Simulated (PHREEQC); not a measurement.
# Spent oxide etchant: speciation

Dissolve 0.0057 mol/kgw NH4HF2, 0.0002 mol/kgw (NH4)2SiF6, 0.0032 mol/kgw H3BO3 and 0.013 mol/kgw HCl at 25 °C. Closed to the air; pH follows from the charge balance.

The numbers come from PHREEQC with the ion-association model, phreeqc.dat.

No solid was allowed to form.

Task: Predict the pH.

Result: pH 2.07.

Task: In which forms is B present?

Result: BF4- 52 %, H3BO3 42 %, BF3OH- 4.8 %, BF2(OH)2- 1.7 % of the B.

Complexes and solids missing from the database can't appear. SiF6-2 is the database's only silicon fluoride. Real BF4- forms and hydrolyses slowly; the run takes it at equilibrium.
